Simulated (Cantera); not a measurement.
What does this Cantera script print?

```python
import numpy as np
import cantera as ct

gas = ct.Solution("gri30.yaml")
gas.TPX = 1050, 1000000, {'CH4': 0.36, 'O2': 5.88, 'N2': 22.1}
reactor = ct.IdealGasReactor(gas, energy="on", clone=False)
net = ct.ReactorNet([reactor])
net.rtol, net.atol = 1e-08, 1e-16
show = ['CH4', 'O2', 'HCO', 'C2H2', 'H', 'O']
times = np.geomspace(5e-06, 0.1, 12)

steps = ct.SolutionArray(gas, extra=["t"])
rows = []
print(f"{'t/s':>10s}{'T/K':>9s}{'P/Pa':>11s}" + "".join(f"{s:>11s}" for s in show))
for t in times:
    while net.time < t:
        t_next = net.step()
        steps.append(gas.state, t=t_next)
    rows.append([np.interp(t, steps.t, y) for y in (steps.T, steps.P, *steps(*show).X.T)])
    print(f"{t:10.3e}{rows[-1][0]:9.1f}{rows[-1][1]:11.4g}" + "".join(f"{x:11.3e}" for x in rows[-1][2:]))
rate = np.gradient(steps.T, steps.t)
print("integrator steps:", len(steps.t))
if steps.T.max() > steps.T[0] + 200:
    print(f"time of steepest temperature rise: {steps.t[rate.argmax()]:.4e} s")
gas.TPX = 1050, 1000000, {'CH4': 0.36, 'O2': 5.88, 'N2': 22.1}
gas.equilibrate("UV")
print(f"equilibrium (UV): T = {gas.T:.1f} K  " + "  ".join(f"{s} {gas[s].X[0]:.3e}" for s in show))
```

It prints:

```
       t/s      T/K       P/Pa        CH4         O2        HCO       C2H2          H          O
 5.000e-06   1050.0      1e+06  1.270e-02  2.075e-01  8.839e-20  1.149e-28  5.409e-15  9.200e-14
 1.230e-05   1050.0      1e+06  1.270e-02  2.075e-01  5.390e-19  5.109e-27  1.202e-14  2.653e-13
 3.027e-05   1050.0      1e+06  1.270e-02  2.075e-01  3.270e-18  2.118e-25  2.858e-14  6.968e-13
 7.447e-05   1050.0      1e+06  1.270e-02  2.075e-01  2.004e-17  9.560e-24  7.123e-14  1.783e-12
 1.832e-04   1050.0      1e+06  1.270e-02  2.075e-01  1.256e-16  5.248e-22  1.885e-13  4.614e-12
 4.508e-04   1050.0      1e+06  1.270e-02  2.075e-01  8.327e-16  4.022e-20  5.651e-13  1.267e-11
 1.109e-03   1050.0      1e+06  1.270e-02  2.075e-01  6.427e-15  4.993e-18  2.255e-12  4.050e-11
 2.729e-03   1050.0      1e+06  1.270e-02  2.075e-01  7.022e-14  1.212e-15  1.450e-11  1.553e-10
 6.714e-03   1050.1      1e+06  1.269e-02  2.075e-01  9.153e-13  2.389e-13  9.131e-11  4.781e-10
 1.652e-02   1051.8  1.002e+06  1.253e-02  2.073e-01  2.858e-11  9.729e-11  1.119e-09  2.734e-09
 4.064e-02   1434.9  1.367e+06  6.880e-16  1.821e-01  1.596e-17  3.950e-12  2.731e-10  1.985e-07
 1.000e-01   1434.9  1.367e+06  5.482e-16  1.821e-01  6.923e-18  3.174e-12  2.353e-10  1.869e-07
integrator steps: 1683
time of steepest temperature rise: 2.7638e-02 s
equilibrium (UV): T = 1432.2 K  CH4 1.712e-33  O2 1.817e-01  HCO 8.911e-20  C2H2 2.824e-45  H 2.230e-10  O 1.794e-07
```

Model: GRI-Mech 3.0 (53 species, 325 reactions), integrated in Cantera.
